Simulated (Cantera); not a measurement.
A closed system holds: 1 mol C, 0.37 mol CO₂, 7.5 mol H₂, held at 1600000 Pa.

Equilibrium computed with Cantera from the NASA thermochemical tables; the gas is ideal and each condensed phase is pure. Candidate condensed phases: C, C₆H₆, C₇H₈, C₈H₁₈, H₂O; 110 gas species. Rates play no part.

### Question
What share of the C ends up in condensed phases as a function of T (K), at 1048, 1248, 1448, 1648, 1848, 2048, 2248, 2448, 2648, 2848?

### Answer
```csv
T (K),C condensed (%),as
1048,0.0,-
1248,0.0,-
1448,24.8,C(graphite)
1648,36.3,C(graphite)
1848,40.7,C(graphite)
2048,41.9,C(graphite)
2248,40.4,C(graphite)
2448,35.1,C(graphite)
2648,23.6,C(graphite)
2848,2.7,C(graphite)
```
